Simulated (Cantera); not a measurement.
# Diamond growth

A diamond (100) surface in a fixed gas of H2 with x(CH4) = 0.021, x(H) = 0.012, x(CH3) = 0.00027, at 900 K; coverages are run to steady state.

Cantera simulation using the Harris–Goodwin 1993 mechanism for the reconstructed diamond (100) surface; the numbers are that mechanism's predictions, not measurements.

```
P (Pa)  growth (µm/h)  θ c6HH  θ c6H*  θ c6*H   θ c6**  θ c6HM
------  -------------  ------  ------  ------  -------  ------
480             0.393   0.676  0.0102   0.286  0.00428  0.0184
760             0.625   0.676  0.0102   0.286  0.00428  0.0185
1200            0.990   0.676  0.0102   0.286  0.00428  0.0185
2000             1.65   0.676  0.0103   0.286  0.00428  0.0185
3200             2.65   0.676  0.0103   0.286  0.00428  0.0186
5100             4.22   0.676  0.0103   0.286  0.00428  0.0186
8200             6.79   0.676  0.0104   0.286  0.00429  0.0186
13000            10.8   0.676  0.0105   0.286  0.00430  0.0186
```
θ: site fractions in the mechanism's names (c6HH fully hydrogenated, c6H* and c6*H radical sites, c6** diradical, c6HM methylated).
